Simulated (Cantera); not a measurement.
Feed: 1 mol Cu2O, a varied amount of H2, 39 mol N2, equilibrated at 750 °C and 0.250 bar.

Equilibrium computed with Cantera from the NASA thermochemical tables; the gas is ideal and each condensed phase is pure. Candidate condensed phases: Cu, CuO, Cu(OH)2, Cu2O, H2O; 27 gas species. Equilibrium is a limit: real reactors are often held back by kinetics, nucleation or transport.

Question: At 310 mol H2, list the 4 most abundant gas species with their mole fractions, and the condensed phases.

Answer: H2 0.885, N2 0.112, H2O 0.00287, NH3 3.49e-5. Condensed: Cu(s).
